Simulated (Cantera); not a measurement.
## Hydrocarbon pyrolysis for carbon deposition

An isothermal, constant-pressure homogeneous reactor starts with 40.2 % C3H8, 56.3 % H2, 3.50 % N2, at 1748 K and 2670 Pa.

Computed with Cantera and GRI-Mech 3.0 (53 species, 325 reactions). GRI-Mech 3.0 was tuned for natural gas; its chemistry of propane as a main component is partial and can be far from experiment. GRI-Mech 3.0 stops at C3 and has no aromatics, soot or wall deposition, so with more carbon than oxygen in the feed, carbon stays in small species such as C2H2 where larger ones or solid carbon would form. Radical loss at walls, strong at low pressure, is not modelled.

```csv
t (s),x C3H8,x H2,x C2H6,x CH2,x CH4,x C2H
1.00e-5,0.366,0.551,0.000768,7.65e-6,0.00307,2.35e-11
3.40e-5,0.250,0.513,0.00498,6.60e-5,0.0350,1.17e-8
0.000115,0.0248,0.450,0.0114,8.63e-5,0.164,2.25e-6
0.000392,2.26e-5,0.508,0.00167,2.01e-5,0.195,4.35e-6
0.00133,4.04e-7,0.548,0.000269,4.80e-6,0.180,2.21e-6
0.00452,6.85e-8,0.574,8.63e-5,1.92e-6,0.164,1.48e-6
0.0153,4.79e-8,0.597,6.81e-5,1.89e-6,0.140,1.70e-6
0.0521,1.60e-8,0.637,3.28e-5,1.60e-6,0.0901,1.97e-6
0.177,1.51e-9,0.680,6.74e-6,1.05e-6,0.0367,2.41e-6
0.601,4.24e-11,0.702,6.01e-7,4.69e-7,0.00969,2.96e-6
2.04,1.06e-12,0.708,4.34e-8,1.44e-7,0.00245,3.16e-6
6.94,<1e-12,0.709,7.61e-9,5.42e-8,0.000893,3.18e-6
23.6,<1e-12,0.709,5.63e-9,4.36e-8,0.000715,3.18e-6
80.0,<1e-12,0.709,5.62e-9,4.36e-8,0.000714,3.18e-6
```
x: mole fraction; the columns are a selection and need not sum to one.

Equilibrium at this temperature and pressure: C3H8 <1e-12, H2 0.709, C2H6 5.40e-9, CH2 4.27e-8, CH4 0.000700, C2H 3.06e-6 (gas phase only).
